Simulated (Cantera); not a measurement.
Input (Python, Cantera) and output of one run.

```python
import numpy as np
import cantera as ct

gas_names = """
    H HNO HNO2 HNO3 HO2 H2 H2O H2O2 N NH NH2 NH3 NH2OH NO NO2 NO3 N2 N2H2 N2H4 N2O O OH O2 O3 Si SiH
    SiH2 SiH3 SiH4 SiN SiO SiO2 Si2 Si2N Si3
""".split()
cond_names = """
    H2O(s) H2O(L) Si(cr) Si(L) SiO2(Lqz) SiO2(hqz) SiO2(L) Si2N2O(s) Si3N4(a)
""".split()


def load(file, names, dense=False):
    # The tables refer to 1 bar. Condensed volumes are neglected.
    table = {s.name: s for s in ct.Species.list_from_file(file)}
    out = []
    for n in names:
        d = dict(table[n].input_data)
        d["thermo"] = dict(d["thermo"], **{"reference-pressure": 1e5})
        if dense:
            d["equation-of-state"] = {"model": "constant-volume", "density": "1e6 g/cm^3"}
        out.append(ct.Species.from_dict(d))
    return out


gas = ct.Solution(thermo="ideal-gas", species=load("nasa_gas.yaml", gas_names))
cond = {s.name: ct.Solution(thermo="fixed-stoichiometry", species=[s], name=s.name)
        for s in load("nasa_condensed.yaml", cond_names, dense=True)}
atoms = {
    'Si3N4': {'Si': 3, 'N': 4},
    'H2O': {'H': 2, 'O': 1},
    'H2': {'H': 2},
}
top_T = {'Si2N2O(s)': 2100, 'Si3N4(a)': 2400}  # K; cautious upper limits of use, not melting points


def equilibrate(T, P, feed):
    n = {}
    for name, mol in feed.items():
        for a, k in atoms[name].items():
            n[a] = n.get(a, 0.0) + k * mol
    gas.TPX = T, P, n
    mass = sum(n.values()) * gas.mean_molecular_weight
    gas.equilibrate("TP")
    valid = [c for c in cond.values() if c.min_temp <= T <= top_T.get(c.name, c.max_temp)]
    mix = ct.Mixture([(gas, mass / gas.mean_molecular_weight)] + [(c, 0.0) for c in valid])
    mix.T, mix.P = T, P
    mix.equilibrate("TP", solver="vcs", rtol=1e-11, max_steps=5000)
    return mix


results = []
P = 110000  # Pa
for T in [1925, 1950, 1975, 2000, 2025, 2050, 2075, 2100, 2125, 2150, 2175, 2200]:
    for m in [0.034, 0.044, 0.057, 0.074, 0.096, 0.13, 0.16, 0.21, 0.27, 0.36, 0.46]:
        feed = {'Si3N4': 1, 'H2O': m, 'H2': 59}  # mol
        mix = equilibrate(T, P, feed)
        results.append((T, P, feed, dict(zip(mix.species_names, mix.species_moles))))

for T, P, feed, n in results:
    print(f"{T:7g} {feed['H2O']:10.4g}  " + (" + ".join(c for c in cond_names if n.get(c, 0) > 1e-12) or "gas only"))
```

Result:

```
   1925      0.034  Si(L)
   1925      0.044  Si(L)
   1925      0.057  Si(L)
   1925      0.074  Si(L)
   1925      0.096  Si(L)
   1925       0.13  Si(L)
   1925       0.16  Si(L)
   1925       0.21  Si(L) + Si2N2O(s)
   1925       0.27  Si(L) + Si2N2O(s)
   1925       0.36  Si(L) + Si2N2O(s)
   1925       0.46  Si(L) + Si2N2O(s)
   1950      0.034  Si(L)
   1950      0.044  Si(L)
   1950      0.057  Si(L)
   1950      0.074  Si(L)
   1950      0.096  Si(L)
   1950       0.13  Si(L)
   1950       0.16  Si(L)
   1950       0.21  Si(L)
   1950       0.27  Si(L)
   1950       0.36  Si(L)
   1950       0.46  Si(L) + Si2N2O(s)
   1975      0.034  Si(L)
   1975      0.044  Si(L)
   1975      0.057  Si(L)
   1975      0.074  Si(L)
   1975      0.096  Si(L)
   1975       0.13  Si(L)
   1975       0.16  Si(L)
   1975       0.21  Si(L)
   1975       0.27  Si(L)
   1975       0.36  Si(L)
   1975       0.46  Si(L)
   2000      0.034  Si(L)
   2000      0.044  Si(L)
   2000      0.057  Si(L)
   2000      0.074  Si(L)
   2000      0.096  Si(L)
   2000       0.13  Si(L)
   2000       0.16  Si(L)
   2000       0.21  Si(L)
   2000       0.27  Si(L)
   2000       0.36  Si(L)
   2000       0.46  Si(L)
   2025      0.034  Si(L)
   2025      0.044  Si(L)
   2025      0.057  Si(L)
   2025      0.074  Si(L)
   2025      0.096  Si(L)
   2025       0.13  Si(L)
   2025       0.16  Si(L)
   2025       0.21  Si(L)
   2025       0.27  Si(L)
   2025       0.36  Si(L)
   2025       0.46  Si(L)
   2050      0.034  Si(L)
   2050      0.044  Si(L)
   2050      0.057  Si(L)
   2050      0.074  Si(L)
   2050      0.096  Si(L)
   2050       0.13  Si(L)
   2050       0.16  Si(L)
   2050       0.21  Si(L)
   2050       0.27  Si(L)
   2050       0.36  Si(L)
   2050       0.46  Si(L)
   2075      0.034  Si(L)
   2075      0.044  Si(L)
   2075      0.057  Si(L)
   2075      0.074  Si(L)
   2075      0.096  Si(L)
   2075       0.13  Si(L)
   2075       0.16  Si(L)
   2075       0.21  Si(L)
   2075       0.27  Si(L)
   2075       0.36  Si(L)
   2075       0.46  Si(L)
   2100      0.034  Si(L)
   2100      0.044  Si(L)
   2100      0.057  Si(L)
   2100      0.074  Si(L)
   2100      0.096  Si(L)
   2100       0.13  Si(L)
   2100       0.16  Si(L)
   2100       0.21  Si(L)
   2100       0.27  Si(L)
   2100       0.36  Si(L)
   2100       0.46  Si(L)
   2125      0.034  Si(L)
   2125      0.044  Si(L)
   2125      0.057  Si(L)
   2125      0.074  Si(L)
   2125      0.096  Si(L)
   2125       0.13  Si(L)
   2125       0.16  Si(L)
   2125       0.21  Si(L)
   2125       0.27  Si(L)
   2125       0.36  Si(L)
   2125       0.46  Si(L)
   2150      0.034  Si(L)
   2150      0.044  Si(L)
   2150      0.057  Si(L)
   2150      0.074  Si(L)
   2150      0.096  Si(L)
   2150       0.13  Si(L)
   2150       0.16  Si(L)
   2150       0.21  Si(L)
   2150       0.27  Si(L)
   2150       0.36  Si(L)
   2150       0.46  Si(L)
   2175      0.034  Si(L)
   2175      0.044  Si(L)
   2175      0.057  Si(L)
   2175      0.074  Si(L)
   2175      0.096  Si(L)
   2175       0.13  Si(L)
   2175       0.16  Si(L)
   2175       0.21  Si(L)
   2175       0.27  Si(L)
   2175       0.36  Si(L)
   2175       0.46  Si(L)
   2200      0.034  Si(L)
   2200      0.044  Si(L)
   2200      0.057  Si(L)
   2200      0.074  Si(L)
   2200      0.096  Si(L)
   2200       0.13  Si(L)
   2200       0.16  Si(L)
   2200       0.21  Si(L)
   2200       0.27  Si(L)
   2200       0.36  Si(L)
   2200       0.46  Si(L)
```

Cantera equilibrium calculation (NASA polynomials, part measured and part estimated; ideal gas, pure solids and liquids). Mutual solubility and eutectic melting of coexisting phases are not modelled.
